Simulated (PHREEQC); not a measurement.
PHREEQC input (ion-association model, phreeqc.dat):

```
SOLUTION_SPECIES
  CO3-2 + 10 H+ + 8 e- = CH4 + 3 H2O  # shut off: no methane
    -log_k -100
    -delta_h 0
    -analytic -100
SOLUTION 1
  temp 25
  units mol/kgw
  pH 7 charge
END
SELECTED_OUTPUT 1
  -reset false
  -pH true
  -pe true
  -ionic_strength true
  -water true
  -totals C C(-4) C(4) Mtg Sg
  -molalities H+ CO3-2 OH- HCO3- CO2 (CO2)2
USER_PUNCH 1
  -headings p_CO2(g) phi_CO2(g) p_Mtg(g) phi_Mtg(g) p_H2Sg(g) phi_H2Sg(g) p_H2O(g) phi_H2O(g) density
  10 PUNCH PR_P("CO2(g)"), PR_PHI("CO2(g)"), PR_P("Mtg(g)"), PR_PHI("Mtg(g)"), PR_P("H2Sg(g)"), PR_PHI("H2Sg(g)"), PR_P("H2O(g)"), PR_PHI("H2O(g)"), RHO
PRINT
  -reset false
USE solution 1
REACTION_TEMPERATURE 1
  80
GAS_PHASE 1
  -fixed_pressure
  -pressure 1
  -temperature 80
  -volume 20
  CO2(g) 0.59
  Mtg(g) 0.21
  H2Sg(g) 0.2
  H2O(g) 0
END
# ... the last block is repeated for the other 6 points of P (atm)
```

Selected output (columns that matter, 7 of 7 rows; P (atm) added in front):

```
P (atm)	pH	mu	C	Mtg	Sg	p_CO2(g)	phi_CO2(g)	p_Mtg(g)	phi_Mtg(g)	p_H2Sg(g)	phi_H2Sg(g)	p_H2O(g)	phi_H2O(g)	density
1	4.2587	5.5653e-05	0.0040014	0.00010929	0.0042566	0.31483	0.99748	0.11307	1.0015	0.10449	0.99565	0.46761	0.99135	0.97181
2	4.0312	9.4236e-05	0.011421	0.00031467	0.012026	0.90527	0.99375	0.32638	1	0.29781	0.99033	0.47054	0.98555	0.97191
3	3.9233	0.00012099	0.018782	0.00051944	0.019681	1.4959	0.99036	0.53998	0.99889	0.49079	0.98537	0.47333	0.98011	0.97201
5	3.7991	0.00016141	0.033338	0.00092644	0.034707	2.6771	0.98381	0.96715	0.9969	0.87689	0.97568	0.4789	0.96947	0.9722
7.5	3.7062	0.00020026	0.051229	0.0014303	0.052984	4.1532	0.97577	1.5008	0.99457	1.3601	0.96377	0.48594	0.95634	0.97244
10	3.6425	0.00023216	0.068784	0.0019287	0.070713	5.6289	0.96783	2.034	0.99234	1.844	0.95197	0.49313	0.94334	0.97267
15	3.5558	0.00028403	0.1029	0.0029098	0.10457	8.579	0.95212	3.0991	0.98809	2.8139	0.92868	0.50799	0.91761	0.97314
```

Away from 25 °C the constants follow the database's enthalpies or fits; those with neither stay at their 25 °C values.
